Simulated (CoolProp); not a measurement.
The numbers come from the reference Helmholtz-energy equation of state, Lemmon 2006 in CoolProp. It is a short technical equation, of lower accuracy than the large ones.

### Question
For hydrogen sulfide, give the phase and the cv (kJ/(kg K)) at 298.6 K and 18.8 kPa.

### Answer
- 298.6 K and 18.8 kPa: gas; cv 0.758
